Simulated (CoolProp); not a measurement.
Vapour-liquid equilibrium of dimethyl ether (1) + isobutane (2) at 5.55 °C; x and y are mole fractions of (1).

The numbers come from the multi-fluid Helmholtz-energy mixture model, Wu 2011 and Bücker 2006; pair parameters Bell 2016 in CoolProp.

```
x      bubble pressure, mixture model (bar)  bubble pressure, Raoult's law (bar)  y, mixture model  y, Raoult's law
-----  ------------------------------------  -----------------------------------  ----------------  ---------------
0.05                                  2.064                                1.969             0.118            0.082
0.125                                     ?                                2.068             0.253            0.195
0.2                                       ?                                2.167             0.356            0.298
0.275                                 2.608                                2.266             0.438            0.391
0.35                                      ?                                2.365             0.507            0.477
0.425                                 2.849                                2.465             0.567            0.556
0.5                                   2.944                                2.564             0.622            0.629
0.575                                 3.025                                2.663             0.673            0.696
0.65                                  3.093                                2.762             0.723            0.759
0.725                                     ?                                2.861                 ?            0.817
0.8                                   3.191                                2.960             0.827            0.871
0.875                                 3.219                                3.060                 ?            0.922
0.95                                  3.230                                3.159             0.950            0.970
```

What belongs in the gaps?


- 0.125, bubble pressure, mixture model (bar): 2.275
- 0.2, bubble pressure, mixture model (bar): 2.455
- 0.35, bubble pressure, mixture model (bar): 2.738
- 0.725, bubble pressure, mixture model (bar): 3.148
- 0.725, y, mixture model: 0.773
- 0.875, y, mixture model: 0.884

The largest gap from Raoult's law is +15.8 % in bubble pressure, at x = 0.35. No azeotrope shows between x = 0.05 and 0.95.

The pair parameters rest on a limited set of measurements; away from them the model extrapolates.
